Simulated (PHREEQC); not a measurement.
# Silver or lead bath (model solution)

Dissolve 0.0018 mol/kgw PbCl2, 0.00026 mol/kgw KBr and 0.0072 mol/kgw Na2SO4 at 60 °C. Closed to the air; pH follows from the charge balance.

Computed with PHREEQC (ion-association model, wateq4f.dat).

Precipitation was switched off in this run.

### Question
What pH, ionic strength does the model give?

### Answer
pH 5.64; ionic strength 0.0231 mol/kgw.

### Question
In which forms is K present?

### Answer
K+ 96 %, KSO4- 3.8 % of the K.

Examples of supersaturated solids here: Larnakite, Anglesite. Others may be too. Constants without temperature data keep their 25 °C values here.
